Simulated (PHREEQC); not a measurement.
Make-up at 20 °C: 0.019 mol TMAH, 0.0041 mol Na2SiO3 and 0.046 mol (CH3)4NCl per kg of water. Closed to the air; pH follows from the charge balance.

The numbers come from PHREEQC with the ion-association model, phreeqc.dat.

```tsv
quantity	before	after
pH	12.41	11.67
H3SiO4- (mol/kgw)	0.00332	0.00389
H2SiO4-2 (mol/kgw)	0.000772	0.000157
H4SiO4 (mol/kgw)	8.16e-6	5.36e-5
SI of Quartz (SiO2)	-1.02	-0.21
```

Task: What was changed between the two runs?
(A) diluted 100-fold with water
(B) Na2SiO3 from 0.0041 to 0.00369 mol/kgw
(C) TMAH left out
(D) diluted 2-fold with water
(E) diluted 5-fold with water

Result: C, TMAH left out

No solid was allowed to form. (CH3)4N+ isn't in the database: it is added as a free cation with an ion size of 4 Å.
